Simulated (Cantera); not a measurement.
Cantera run, input and output.

```python
import numpy as np
import cantera as ct

gas = ct.Solution("h2o2.yaml")
gas.TPX = 1423, 61000, {'H2': 1.3, 'O2': 1, 'N2': 1.7}
inlet = ct.Reservoir(gas, clone=True)

reactor = ct.IdealGasConstPressureReactor(gas, energy="off", clone=False)
exhaust = ct.Reservoir(gas, clone=True)
tau = [1.2, 0.44, 0.16, 0.056, 0.02, 0.0072, 0.0026, 0.00091][0]
for a, b in ((inlet, reactor), (reactor, exhaust)):
    ct.MassFlowController(a, b, mdot=lambda t: reactor.mass / tau)
net = ct.ReactorNet([reactor])
show = ['H2', 'O2', 'H', 'H2O2', 'H2O']

rows = []
print(f"{'tau/s':>10s}{'T/K':>9s}" + "".join(f"{s:>11s}" for s in show))
for tau in [1.2, 0.44, 0.16, 0.056, 0.02, 0.0072, 0.0026, 0.00091]:
    net.initial_time = 0.0
    net.advance(30 * tau)
    before = gas.X
    net.advance(40 * tau)
    drift = np.max(np.abs(gas.X - before) / (gas.X + 1e-9))
    rows.append([gas.T, *gas[show].X, drift])
    print(f"{tau:10.3e}{gas.T:9.1f}" + "".join(f"{x:11.3e}" for x in gas[show].X))
```

Output:

```
     tau/s      T/K         H2         O2          H       H2O2        H2O
 1.200e+00   1423.0  8.982e-05  1.044e-01  2.694e-06  2.574e-07  3.877e-01
 4.400e-01   1423.0  1.754e-04  1.044e-01  7.361e-06  4.178e-07  3.875e-01
 1.600e-01   1423.0  3.441e-04  1.043e-01  2.038e-05  6.634e-07  3.871e-01
 5.600e-02   1423.0  6.904e-04  1.044e-01  5.871e-05  1.041e-06  3.864e-01
 2.000e-02   1423.0  1.358e-03  1.044e-01  1.652e-04  1.574e-06  3.852e-01
 7.200e-03   1423.0  2.627e-03  1.046e-01  4.581e-04  2.303e-06  3.829e-01
 2.600e-03   1423.0  4.990e-03  1.051e-01  1.252e-03  3.256e-06  3.787e-01
 9.100e-04   1423.0  9.453e-03  1.063e-01  3.451e-03  4.459e-06  3.705e-01
```

Detailed kinetics in Cantera: the H2/O2 subset of GRI-Mech 3.0, which has no nitrogen chemistry. The temperature is held fixed by assumption; the heat of reaction is taken as removed at once.
